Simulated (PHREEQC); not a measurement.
A solution holds 0.13 mol/kgw HF, 0.00047 mol/kgw Ca(HCO3)2 and 0.00023 mol/kgw CaSO4, at 20 °C. Closed to the air; pH follows from the charge balance.

The numbers come from PHREEQC with the ion-association model, phreeqc.dat.

Each row changes one thing in this solution. Precipitation was switched off in this run.

```json
[
 {"case": "as made", "pH": "1.98", "ionic strength (mol/kgw)": "0.0138", "HF (mol/kgw)": "0.114", "F- (mol/kgw)": "0.00893", "HF2- (mol/kgw)": "0.00373", "SO4-2 (mol/kgw)": "0.000135", "SI of Gypsum (CaSO4:2H2O)": "-2.85", "SI of Fluorite (CaF2)": "+3.10"},
 {"case": "HF from 0.13 to 0.65 mol/kgw", "pH": "1.43", "ionic strength (mol/kgw)": "0.0450", "HF (mol/kgw)": "0.576", "F- (mol/kgw)": "0.0141", "HF2- (mol/kgw)": "0.0298", "SO4-2 (mol/kgw)": "7.96e-5", "SI of Gypsum (CaSO4:2H2O)": "-3.32", "SI of Fluorite (CaF2)": "+3.32"},
 {"case": "CaSO4 replaced by Na2SO4 at the same molality", "pH": "1.98", "ionic strength (mol/kgw)": "0.0136", "HF (mol/kgw)": "0.114", "F- (mol/kgw)": "0.00892", "HF2- (mol/kgw)": "0.00373", "SO4-2 (mol/kgw)": "0.000136", "SI of Gypsum (CaSO4:2H2O)": "…", "SI of Fluorite (CaF2)": "+2.93"},
 {"case": "temperature from 20 to 15 °C", "pH": "1.96", "ionic strength (mol/kgw)": "…", "HF (mol/kgw)": "…", "F- (mol/kgw)": "0.00937", "HF2- (mol/kgw)": "0.00372", "SO4-2 (mol/kgw)": "0.000139", "SI of Gypsum (CaSO4:2H2O)": "-2.83", "SI of Fluorite (CaF2)": "+3.21"},
 {"case": "Ca(HCO3)2 replaced by CO2 at the same molality", "pH": "1.96", "ionic strength (mol/kgw)": "0.0129", "HF (mol/kgw)": "0.114", "F- (mol/kgw)": "0.00857", "HF2- (mol/kgw)": "0.00361", "SO4-2 (mol/kgw)": "0.000135", "SI of Gypsum (CaSO4:2H2O)": "-3.32", "SI of Fluorite (CaF2)": "+2.59"}
]
```

Q: Fill in the missing entries.

A: 
- CaSO4 replaced by Na2SO4 at the same molality, SI of Gypsum (CaSO4:2H2O): -3.01
- temperature from 20 to 15 °C, ionic strength (mol/kgw): 0.0143
- temperature from 20 to 15 °C, HF (mol/kgw): 0.113

Complexes and solids missing from the database can't appear. Some of these states are supersaturated (in Fluorite, for instance).
